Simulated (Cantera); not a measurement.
# Counterflow diffusion flame

A counterflow diffusion flame at 0.987 atm, nozzles 20 mm apart: fuel side H2 = 1 (molar parts) at 598 K, oxidiser side O2 : N2 = 0.18 : 0.82 (molar parts) at 325 K, fuel mass flux 0.19 times the oxidiser's; mixture-averaged transport, no radiation.

Cantera simulation using the H2/O2 subset of GRI-Mech 3.0, which has no nitrogen chemistry; the numbers are that mechanism's predictions, not measurements. The maximum strain rate includes the flame's own expansion and is several times the mean.

```tsv
oxidiser flux (kg/m²/s)	max strain (1/s)	mean strain (1/s)	T max (K)	peak x OH	peak x H	peak x H2O	peak x HO2
0.6	782	169	2247	0.0141	0.0145	0.250	6.44e-5
0.83	1070	233	2205	0.0141	0.0162	0.248	7.77e-5
1.1	1400	309	2174	0.0143	0.0179	0.246	8.98e-5
1.6	2020	450	2129	0.0143	0.0205	0.243	0.000107
2.1	2630	591	2094	0.0143	0.0225	0.241	0.000121
3	3740	844	2037	0.0139	0.0252	0.239	0.000141
4.1	5060	1150	1990	0.0136	0.0278	0.237	0.000159
5.6	6880	1580	1943	0.0133	0.0308	0.234	0.000180
```
x: mole fraction; the columns are a selection and need not sum to one.
